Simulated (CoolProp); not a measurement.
Vapour-liquid equilibrium of hydrogen sulfide (1) + benzene (2) at 324.5 K; x and y are mole fractions of (1).

Computed with CoolProp (multi-fluid Helmholtz-energy mixture model, Lemmon 2006 and Thol 2012; pair parameters Bell 2016).

```json
[
 {"x": "0.05", "bubble pressure (MPa)": "?", "y at the bubble point": "0.798", "dew pressure at overall composition x (MPa)": "0.04012", "liquid density (mol/L)": "11.14"},
 {"x": "0.15", "bubble pressure (MPa)": "0.4807", "y at the bubble point": "?", "dew pressure at overall composition x (MPa)": "0.04486", "liquid density (mol/L)": "?"},
 {"x": "0.25", "bubble pressure (MPa)": "0.7780", "y at the bubble point": "0.955", "dew pressure at overall composition x (MPa)": "0.05084", "liquid density (mol/L)": "?"},
 {"x": "0.35", "bubble pressure (MPa)": "?", "y at the bubble point": "0.969", "dew pressure at overall composition x (MPa)": "0.05866", "liquid density (mol/L)": "13.45"},
 {"x": "0.45", "bubble pressure (MPa)": "1.411", "y at the bubble point": "0.978", "dew pressure at overall composition x (MPa)": "0.06929", "liquid density (mol/L)": "14.38"},
 {"x": "0.55", "bubble pressure (MPa)": "1.756", "y at the bubble point": "0.984", "dew pressure at overall composition x (MPa)": "0.08461", "liquid density (mol/L)": "15.40"},
 {"x": "0.65", "bubble pressure (MPa)": "2.125", "y at the bubble point": "0.988", "dew pressure at overall composition x (MPa)": "?", "liquid density (mol/L)": "16.52"},
 {"x": "0.75", "bubble pressure (MPa)": "2.519", "y at the bubble point": "0.992", "dew pressure at overall composition x (MPa)": "0.1515", "liquid density (mol/L)": "17.73"},
 {"x": "0.85", "bubble pressure (MPa)": "2.940", "y at the bubble point": "0.995", "dew pressure at overall composition x (MPa)": "0.2501", "liquid density (mol/L)": "18.98"},
 {"x": "0.95", "bubble pressure (MPa)": "3.399", "y at the bubble point": "0.998", "dew pressure at overall composition x (MPa)": "0.7088", "liquid density (mol/L)": "20.15"}
]
```

Q: Fill in the missing entries.

A: 
- 0.05, bubble pressure (MPa): 0.1868
- 0.15, y at the bubble point: 0.924
- 0.15, liquid density (mol/L): 11.84
- 0.25, liquid density (mol/L): 12.61
- 0.35, bubble pressure (MPa): 1.086
- 0.65, dew pressure at overall composition x (MPa): 0.1086

No azeotrope shows between x = 0.05 and 0.95.

The pair parameters rest on a limited set of measurements; away from them the model extrapolates.
